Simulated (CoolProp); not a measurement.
A single-stage vapour-compression cycle with isobutane: evaporating at 215.15 K (dew point), condensing at 279.15 K (bubble point), superheat 8 K, subcooling 5 K, compressor efficiency 0.85, no pressure losses. Each further row changes one setting.

Model: reference Helmholtz-energy equation of state, Bücker 2006, in CoolProp.

```json
[
 {"case": "as stated", "cooling COP": "2.30", "pressure ratio": "18.4", "discharge temperature (K)": "309.0", "refrigerating effect (kJ/kg)": "287", "volumetric capacity (kJ/m³)": "94.9"},
 {"case": "evaporating temperature 220.15 K", "cooling COP": "2.62", "pressure ratio": "13.7", "discharge temperature (K)": "305.6", "refrigerating effect (kJ/kg)": "293", "volumetric capacity (kJ/m³)": "128"},
 {"case": "condensing temperature 274.15 K", "cooling COP": "2.56", "pressure ratio": "…", "discharge temperature (K)": "…", "refrigerating effect (kJ/kg)": "298", "volumetric capacity (kJ/m³)": "98.6"},
 {"case": "subcooling 10 K", "cooling COP": "2.39", "pressure ratio": "18.4", "discharge temperature (K)": "309.0", "refrigerating effect (kJ/kg)": "298", "volumetric capacity (kJ/m³)": "98.6"},
 {"case": "superheat 18 K", "cooling COP": "…", "pressure ratio": "18.4", "discharge temperature (K)": "319.5", "refrigerating effect (kJ/kg)": "300", "volumetric capacity (kJ/m³)": "…"},
 {"case": "compressor efficiency 0.75", "cooling COP": "…", "pressure ratio": "18.4", "discharge temperature (K)": "…", "refrigerating effect (kJ/kg)": "287", "volumetric capacity (kJ/m³)": "94.9"}
]
```

Question: Some entries are withheld; supply them.

Answer: 
- condensing temperature 274.15 K, pressure ratio: 15.5
- condensing temperature 274.15 K, discharge temperature (K): 303.7
- superheat 18 K, cooling COP: 2.31
- superheat 18 K, volumetric capacity (kJ/m³): 95.0
- compressor efficiency 0.75, cooling COP: 2.03
- compressor efficiency 0.75, discharge temperature (K): 318.3
